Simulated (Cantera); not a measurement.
Reactions in the system H-O-V

Cantera with NASA thermochemical tables; ideal gases at 1 bar, condensed phases pure. Values are per mole of reaction as written; species without (g) are pure solids or liquids, kept so even where they would boil at 1 bar.

2 H2O(g) + V → VO2(g) + 4 H(g)

| T (K) | ΔH° (kJ) | ΔS° (J/K) | ΔG° (kJ) | log10 K | condensed phases |
|---|---|---|---|---|---|
| 300 | 1123.1 | 317.8 | 1027.7 | -178.94 | V(s) |
| 1898 | 1157.4 | 367.6 | 459.8 | -12.65 | V(s) |
| 1998 | 1157.2 | 367.5 | 423.1 | -11.06 | V(s) |
| 2098 | 1156.7 | 367.2 | 386.3 | -9.62 | V(s) |
| 2198 | 1133.1 | 356.4 | 349.7 | -8.31 | V(l) |
| 2298 | 1131.9 | 355.9 | 314.1 | -7.14 | V(l) |
| 2398 | 1130.6 | 355.3 | 278.5 | -6.07 | V(l) |

V2O5 + 5 H2O(g) → 2 V + 5 H2O2(g)

| T (K) | ΔH° (kJ) | ΔS° (J/K) | ΔG° (kJ) | log10 K | condensed phases |
|---|---|---|---|---|---|
| 300 | 2078.1 | 155.6 | 2031.5 | -353.70 | V2O5(s), V(s) |
| 1898 | 1982.9 | 42.2 | 1902.8 | -52.37 | V2O5(l), V(s) |
| 1998 | 1982.9 | 42.2 | 1898.6 | -49.63 | V2O5(l), V(s) |
| 2098 | 1983.3 | 42.4 | 1894.3 | -47.16 | V2O5(l), V(s) |
| 2198 | 2029.7 | 63.6 | 1889.9 | -44.91 | V2O5(l), V(l) |
| 2298 | 2031.0 | 64.2 | 1883.5 | -42.81 | V2O5(l), V(l) |
| 2398 | 2032.3 | 64.7 | 1877.1 | -40.89 | V2O5(l), V(l) |
